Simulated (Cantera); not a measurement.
A Cantera script and what it prints.

```python
import numpy as np
import cantera as ct

gas_names = [...]  # 109 gases of nasa_gas.yaml made of C, Cl, H, Si
cond_names = """
    C(gr) C6H6(L) C7H8(L) C8H18(L),n-octa Si(cr) Si(L) SiC(b)
""".split()


# ... load() reads the species with a 1 bar reference pressure and builds the phases ...
atoms = {
    'SiH2Cl2': {'Si': 1, 'H': 2, 'CL': 2},
    'CH4': {'C': 1, 'H': 4},
    'H2': {'H': 2},
}
top_T = {'C(gr)': 4500, 'SiC(b)': 3050}  # K; cautious upper limits of use, not melting points


# ... equilibrate(T, P, feed) seeds the gas with the atoms and calls Mixture.equilibrate('TP', solver="vcs", rtol=1e-11, max_steps=5000) ...
results = []
feed = {'SiH2Cl2': 1, 'CH4': 0.17, 'H2': 630}  # mol
T = 2250  # K
P = 4600  # Pa
mix = equilibrate(T, P, feed)
results.append((T, P, feed, dict(zip(mix.species_names, mix.species_moles))))
print(gas.report(threshold=1e-06))
for i in range(1, mix.n_phases):
    print(f"{mix.phase(i).name:16s} {mix.phase_moles(i):12.5e} mol")
```

Result:

```
       temperature   2250 K
          pressure   4600 Pa
           density   0.00052436 kg/m^3
  mean mol. weight   2.1325 kg/kmol
   phase of matter   gas

                          1 kg             1 kmol
                     ---------------   ---------------
          enthalpy        3.2237e+07        6.8745e+07  J
   internal energy        2.3464e+07        5.0038e+07  J
           entropy        1.0255e+05        2.1868e+05  J/K
    Gibbs function       -1.9849e+08       -4.2328e+08  J
 heat capacity c_p             16183             34509  J/K
 heat capacity c_v             12284             26195  J/K

                      mass frac. Y      mole frac. X     chem. pot. / RT
                     ---------------   ---------------   ---------------
               CH3        9.0572e-06        1.2846e-06           -39.152
               CH4        1.4423e-05        1.9171e-06           -50.642
    C2H2,acetylene         0.0014271        0.00011688           -32.342
                CL         0.0012811        7.7063e-05           -29.035
                 H          0.016048           0.03395            -11.49
               HCL          0.051541         0.0030148           -40.525
                H2           0.90878            0.9613           -22.981
                Si          0.017762         0.0013487           -8.7989
              SiC2        0.00013848        5.6672e-06            -18.16
              SiCL        0.00026959        9.0484e-06           -37.833
             SiCL2        8.4462e-05        1.8196e-06           -66.868
               SiH         0.0015569        0.00011412           -20.289
              SiH2        0.00053277        3.7744e-05            -31.78
               Si2        6.5568e-05        2.4893e-06           -17.598
              Si2C        0.00047919        1.4988e-05           -22.278
     [  +94 minor]        6.4206e-06        4.3888e-07

C(gr)             0.00000e+00 mol
Si(L)             0.00000e+00 mol
SiC(b)            0.00000e+00 mol
```

Method: chemical equilibrium by Gibbs-energy minimisation in Cantera with the NASA 1993 tables (ideal gas, pure condensed phases). Gases not in the tables: Si2H6 and higher silanes.
